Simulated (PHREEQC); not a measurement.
LiOH is added in steps, without added water, to 1 kg of water holding 2.1 mmol/kgw K2CO3, 0.059 mmol/kgw KNO3 and 5.4 mmol/kgw CuSO4, at 25 °C. Oxygen is held at 0.21 atm. No CO2 enters from the air. Only these solids could form: Tenorite, Malachite, Brochantite, Antlerite, Cu2(OH)3NO3, Chalcanthite.

Base run: PHREEQC, ion-association model, wateq4f.dat. Each further column changes one thing. The table gives pH.

```csv
LiOH added (mol),base,all activity coefficients set to 1,Davies equation for every ion,Debye-Hückel limiting law,metal-ligand complexes left out
0,4.94,4.84,4.95,4.97,4.85
0.0015,5.12,5.06,5.12,5.11,5.06
0.00375,5.39,5.41,5.39,5.39,5.35
0.006,6.31,6.41,6.31,6.29,6.32
0.0075,6.99,7.04,6.99,6.98,6.99
0.009,9.34,9.50,9.34,9.30,9.34
0.01125,10.84,10.94,10.84,10.82,10.84
0.0135,11.38,11.45,11.38,11.37,11.38
0.015,11.56,11.63,11.56,11.55,11.56
```

The database's constant for dissolved Cu(OH)2 is higher than later reviews accept.
